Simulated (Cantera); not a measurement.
Charge: 1 mol Si₃N₄, 0.071 mol CO₂, 8.8 mol H₂, equilibrated at 1373.15 K and 1.80 Pa.

Cantera equilibrium calculation (NASA polynomials, part measured and part estimated; ideal gas, pure solids and liquids). Candidate condensed phases: C, C₆H₆, C₇H₈, C₈H₁₈, H₂O, Si, SiC, SiO₂, Si₂N₂O, Si₃N₄; 151 gas species. Mutual solubility and eutectic melting of coexisting phases are not modelled. Rates play no part.

Base state: H₂ 0.826, N₂ 0.171, SiO 0.00164, H 0.000715, CO 2.70e-5, Si 2.16e-5 (mole fractions); condensed: Si(s) + SiC(s) + Si₂N₂O(s) + Si₃N₄(s).

Task: What changes in the equilibrium state with this change: temperature from 1373.15 K to 1550 K?

Result: 
```tsv
species	before	after
H₂	0.826	0.797
N₂	0.171	0.182
SiO	0.00164	0.0125
Si	2.16e-5	0.00185
SiH	4.74e-7	1.84e-5
CO	2.70e-5	0.000404
H	0.000715	0.00663
Si(s), mol	2.58	2.78
SiC(s), mol	0.0707	0.0665
Si₂N₂O(s), mol	0.124	0
Si₃N₄(s), mol	0.0262	0
```
